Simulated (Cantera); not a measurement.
Charge: 1 mol Cu, 3.4 mol HF, 5.9 mol N2, at 1298.15 K.

Method: chemical equilibrium by Gibbs-energy minimisation in Cantera with the NASA 1993 tables (ideal gas, pure condensed phases). Candidate condensed phases: Cu, CuF2; 25 gas species. The numbers say what is thermodynamically allowed, not how fast it happens.

x: gas mole fraction; n: condensed amount in mol.

```csv
P (Pa),x N2,x HF,x Cu,x CuF,x H2,n Cu(s)
1,0.624,0.358,0.0151,0.00211,0.00105,0.837
10,0.633,0.364,0.00151,0.000992,0.000495,0.977
100,0.634,0.365,0.000151,0.000461,0.000230,0.994
1000,0.634,0.365,___,___,___,0.998
10000,0.634,0.365,___,___,___,0.999
100000,0.634,0.366,1.51e-7,4.60e-5,2.32e-5,1.000
```

Some entries are withheld; supply them.


- 1000, x Cu: 1.51e-5
- 1000, x CuF: 0.000214
- 1000, x H2: 0.000107
- 10000, x Cu: 1.51e-6
- 10000, x CuF: 9.94e-5
- 10000, x H2: 4.98e-5
